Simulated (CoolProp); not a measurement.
Methane along the isobar 4.82 MPa: Z from the reference equation and from simpler models built on Tc = 190.6 K, pc = 4.599 MPa, ω = 0.011; each cubic takes its own stable root.

Values from CoolProp's reference Helmholtz-energy equation of state, Setzmann 1991.

```tsv
T (K)	phase	reference
145.3	liquid	0.1708
155.3	liquid	0.1681
165.2	liquid	0.1681
175.2	liquid	0.1720
185.1	liquid	0.1858
195.1	supercritical	0.4878
205.1	supercritical	0.6343
215	supercritical	0.7088
225	supercritical	0.7604
234.9	supercritical	0.7987
244.9	supercritical	0.8290
254.8	supercritical	0.8532
264.8	supercritical	0.8733
274.7	supercritical	0.8900
284.7	supercritical	0.9043
```

Task: How far does each simpler model (van der Waals, Redlich-Kwong, Soave-Redlich-Kwong, Peng-Robinson) lie from the reference over these 15 states: mean and median of the absolute difference, and the worst?

Result: 
- van der Waals: mean 15.5 %, median 2.0 %, worst +43.5 % at 175.2 K and 4.82 MPa
- Redlich-Kwong: mean 2.4 %, median 0.3 %, worst +14.0 % at 185.1 K and 4.82 MPa
- Soave-Redlich-Kwong: mean 2.5 %, median 0.4 %, worst +14.0 % at 185.1 K and 4.82 MPa
- Peng-Robinson: mean 4.1 %, median 3.3 %, worst -9.4 % at 145.3 K and 4.82 MPa
